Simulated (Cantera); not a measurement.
Cantera run, input and output.

```python
import numpy as np
import cantera as ct

gas = ct.Solution("gri30.yaml")
gas.TPX = 1123, 49000, {'H2': 1.2, 'O2': 1, 'N2': 17}
reactor = ct.IdealGasConstPressureReactor(gas, energy="off", clone=False)
net = ct.ReactorNet([reactor])
net.rtol, net.atol = 1e-08, 1e-18
show = ['H2', 'O2', 'H', 'OH', 'NO2', 'O']
times = np.geomspace(1e-05, 4, 14)

steps = ct.SolutionArray(gas, extra=["t"])
rows = []
print(f"{'t/s':>10s}{'T/K':>9s}{'P/Pa':>11s}" + "".join(f"{s:>11s}" for s in show))
for t in times:
    while net.time < t:
        t_next = net.step()
        steps.append(gas.state, t=t_next)
    rows.append([np.interp(t, steps.t, y) for y in (steps.T, steps.P, *steps(*show).X.T)])
    print(f"{t:10.3e}{rows[-1][0]:9.1f}{rows[-1][1]:11.4g}" + "".join(f"{x:11.3e}" for x in rows[-1][2:]))
rate = np.gradient(steps.T, steps.t)
print("integrator steps:", len(steps.t))
if steps.T.max() > steps.T[0] + 200:
    print(f"time of steepest temperature rise: {steps.t[rate.argmax()]:.4e} s")
gas.TPX = 1123, 49000, {'H2': 1.2, 'O2': 1, 'N2': 17}
gas.equilibrate("TP")
print(f"equilibrium (TP): T = {gas.T:.1f} K  " + "  ".join(f"{s} {gas[s].X[0]:.3e}" for s in show))
```

It prints:

```
       t/s      T/K       P/Pa         H2         O2          H         OH        NO2          O
 1.000e-05   1123.0    4.9e+04  6.250e-02  5.208e-02  2.338e-10  1.382e-11  8.511e-31  2.425e-11
 2.697e-05   1123.0    4.9e+04  6.250e-02  5.208e-02  8.455e-10  6.514e-11  1.122e-28  1.333e-10
 7.275e-05   1123.0    4.9e+04  6.250e-02  5.208e-02  7.071e-09  5.958e-10  2.473e-26  1.277e-09
 1.962e-04   1123.0    4.9e+04  6.250e-02  5.208e-02  9.216e-07  7.869e-08  5.468e-21  1.693e-07
 5.293e-04   1123.0    4.9e+04  1.416e-02  3.025e-02  1.620e-02  1.348e-03  6.570e-11  3.168e-03
 1.428e-03   1123.0    4.9e+04  9.270e-04  2.182e-02  4.316e-04  3.334e-04  1.621e-09  2.951e-04
 3.851e-03   1123.0    4.9e+04  1.176e-04  2.153e-02  1.093e-05  8.297e-05  1.665e-08  2.620e-05
 1.039e-02   1123.0    4.9e+04  1.640e-05  2.150e-02  5.796e-07  3.154e-05  4.884e-08  3.553e-06
 2.802e-02   1123.0    4.9e+04  2.077e-06  2.150e-02  4.073e-08  1.403e-05  6.355e-08  6.425e-07
 7.557e-02   1123.0    4.9e+04  3.005e-07  2.150e-02  4.135e-09  6.908e-06  5.118e-08  1.527e-07
 2.038e-01   1123.0    4.9e+04  6.706e-08  2.150e-02  6.218e-10  3.736e-06  3.201e-08  4.488e-08
 5.498e-01   1123.0    4.9e+04  2.017e-08  2.150e-02  1.180e-10  2.151e-06  1.845e-08  1.496e-08
 1.483e+00   1123.0    4.9e+04  7.007e-09  2.150e-02  2.576e-11  1.290e-06  1.189e-08  5.396e-09
 4.000e+00   1123.0    4.9e+04  2.862e-09  2.150e-02  6.859e-12  8.151e-07  1.092e-08  2.162e-09
integrator steps: 1644
equilibrium (TP): T = 1123.0 K  H2 1.455e-09  O2 2.149e-02  H 2.336e-12  OH 5.331e-07  NO2 2.025e-07  O 9.270e-10
```

Model: GRI-Mech 3.0 (53 species, 325 reactions), integrated in Cantera. The temperature is held fixed by assumption; the heat of reaction is taken as removed at once.
